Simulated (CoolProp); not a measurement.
Vapour-liquid equilibrium of R134a (1) + methanol (2) at 328.5 K; x and y are mole fractions of (1).

The numbers come from the multi-fluid Helmholtz-energy mixture model, Tillner-Roth 1994 and de Reuck 1993; pair parameters Bell 2016 in CoolProp.

Give the bubble pressure and the first vapour's composition at x = 0.05, 0.45, 0.65. Is there an azeotrope?

x = 0.05: 0.2815 MPa, y = 0.751; x = 0.45: 0.9151 MPa, y = 0.928; x = 0.65: 1.075 MPa, y = 0.946. No azeotrope shows between x = 0.05 and 0.95.

The pair parameters rest on a limited set of measurements; away from them the model extrapolates. The gap from Raoult's law changes sign with composition, which may be real or a fault of the pair parameters; it wasn't checked against measurements. With so large a gap from Raoult's law the liquid may split in two, which this calculation doesn't test in full.
